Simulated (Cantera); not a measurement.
A jet of CH₄ : O₂ : N₂ = 0.013 : 0.091 : 0.79 (molar parts) at 300 K and 30.8 Torr hits a platinum plate 2.7 cm away at a mass flux of 0.027 kg/m²/s; the plate temperature is set and raised in steps from an oxygen-covered start.

Computed with Cantera and Deutschmann's 1995 Pt surface mechanism with GRI-Mech 3.0 gas chemistry. Catalytic surfaces can have several steady states; this one follows from the mechanism file's or the stated starting coverage.

One state of this run: wall x CH₄ = 0.0104; wall x O₂ = 0.0930; wall x H₂O = 0.00774; wall x OH = 2.37e-8; wall x CO = 4.48e-6; wall x CO₂ = 0.00504; θ free Pt = 0.249; θ O* = 0.751. x: mole fraction at the wall; θ: surface coverage.

### Question
Which value of plate T (K) does it belong to?
A) 1000
B) 1100
C) 950
D) 900

### Answer
D, 900
